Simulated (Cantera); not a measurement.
Feed: 1 mol SiCl₄, 2.9 mol NH₃, 3.1 mol H₂, equilibrated at 28.5 Torr.

These are equilibrium values from Cantera (NASA tables, ideal gas, pure condensed phases), not measurements of a reactor. Candidate condensed phases: NH₄Cl, Si, Si₃N₄; 28 gas species. The tables' values for SiCl₃, SiCl are old estimates; treat these amounts as uncertain. Gases not in the tables: Si₂H₆ and higher silanes. The numbers say what is thermodynamically allowed, not how fast it happens. All values below are at 1675 °C.

Base state: H₂ 0.588, HCl 0.182, N₂ 0.133, SiCl₂ 0.0891, H 0.00445, SiCl₃ 0.00115, Cl 0.00103, SiCl 0.000674 (mole fractions); condensed: gas only.

Task: What changes in the equilibrium state with this change: pressure from 28.5 Torr to 0.398 Torr?

Result: 
| species | before | after |
|---|---|---|
| H₂ | 0.588 | 0.537 |
| HCl | 0.182 | 0.201 |
| N₂ | 0.133 | 0.128 |
| H | 0.00445 | 0.0360 |
| SiCl₂ | 0.0891 | 0.0682 |
| Si | 0.000378 | 0.0155 |
| Cl | 0.00103 | 0.0101 |
| SiHCl₃ | 2.08e-5 | 2.45e-7 |
| SiCl₄ | 1.84e-5 | 2.62e-7 |
The tables' values for SiCl, SiCl₃, SiN are old estimates; treat these amounts as uncertain.
